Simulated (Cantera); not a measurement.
A Cantera script and its output.

```python
import numpy as np
import cantera as ct

gas = ct.Solution("gri30.yaml", transport_model="multicomponent")
show = ['OH', 'NH3', 'C2H2']

rows = []
print(f"{'T/K':>7s}{'rho':>11s}{'cp':>10s}{'mu':>11s}{'lambda':>11s}{'Pr':>7s}" + "".join(f"{'D_' + s:>11s}" for s in show))
for T in [400, 600, 800, 1000, 1200, 1400]:
    gas.TPX = T, 34000, {'C3H8': 0.1}
    Pr = gas.cp_mass * gas.viscosity / gas.thermal_conductivity
    D = [gas.mix_diff_coeffs_mole[gas.species_index(s)] for s in show]
    rows.append([gas.density, gas.cp_mass, gas.viscosity, gas.thermal_conductivity, Pr, *D])
    print(f"{T:7g}{gas.density:11.4e}{gas.cp_mass:10.1f}{gas.viscosity:11.4e}"
          f"{gas.thermal_conductivity:11.4e}{Pr:7.3f}" + "".join(f"{d:11.4e}" for d in D))
print("SI units: kg/m3, J/kg/K, Pa s, W/m/K, m2/s")
```

It prints:

```
    T/K        rho        cp         mu     lambda     Pr       D_OH      D_NH3     D_C2H2
    400 4.5081e-01    2133.9 1.0870e-05 3.0588e-02  0.758 8.6872e-05 5.9343e-05 4.6518e-05
    600 3.0054e-01    2917.3 1.5474e-05 5.9479e-02  0.759 1.7680e-04 1.2965e-04 9.7955e-05
    800 2.2541e-01    3511.9 1.9434e-05 9.0051e-02  0.758 2.8928e-04 2.2094e-04 1.6316e-04
   1000 1.8032e-01    3959.8 2.2954e-05 1.2018e-01  0.756 4.2188e-04 3.3035e-04 2.4042e-04
   1200 1.5027e-01    4267.0 2.6153e-05 1.4791e-01  0.754 5.7297e-04 4.5596e-04 3.2862e-04
   1400 1.2880e-01    4523.1 2.9111e-05 1.7490e-01  0.753 7.4136e-04 5.9643e-04 4.2698e-04
SI units: kg/m3, J/kg/K, Pa s, W/m/K, m2/s
```

Cantera simulation using GRI-Mech 3.0 (53 species, 325 reactions); the numbers are that mechanism's predictions, not measurements. The composition is frozen, though it would react at the higher temperatures.
